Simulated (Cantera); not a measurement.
Input: 1 mol CH4, 0.092 mol NH3, 0.54 mol H2, equilibrated at 0.00133 bar.

Cantera equilibrium calculation (NASA polynomials, part measured and part estimated; ideal gas, pure solids and liquids). Candidate condensed phases: C, C6H6, C7H8, C8H18; 92 gas species. Kinetics and transport are ignored.

Problem. At 2200 K, list the 4 most abundant gas species with their mole fractions, and the condensed phases.

Solution. H2 0.839, H 0.141, N2 0.0139, HCN 0.00326. Condensed: C(graphite).
